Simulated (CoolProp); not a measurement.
The fluoroketone C6F12O (FK-5-1-12) along the isotherm 500 K: fugacity coefficient from the reference equation and from simpler models built on Tc = 441.8 K, pc = 1869 kPa, ω = 0.471; each cubic takes its own stable root.

Model: reference Helmholtz-energy equation of state, McLinden 2015, in CoolProp.

| p (kPa) | phase | reference | Redlich-Kwong | Soave-Redlich-Kwong |
|---|---|---|---|---|
| 255 | gas | 0.9703 | 0.9679 | 0.9718 |
| 510 | gas | 0.9413 | 0.9364 | 0.9441 |
| 765 | gas | 0.9129 | 0.9053 | 0.9168 |
| 1020 | gas | 0.8851 | 0.8748 | 0.8901 |
| 1270 | gas | 0.8583 | 0.8453 | 0.8644 |
| 1530 | gas | 0.8310 | 0.8151 | 0.8382 |
| 1780 | gas | 0.8051 | 0.7864 | 0.8135 |
| 2040 | supercritical | 0.7786 | 0.7570 | 0.7883 |
| 2290 | supercritical | 0.7537 | 0.7292 | 0.7647 |
| 2550 | supercritical | 0.7282 | 0.7007 | 0.7407 |
| 2800 | supercritical | 0.7043 | 0.6740 | 0.7184 |
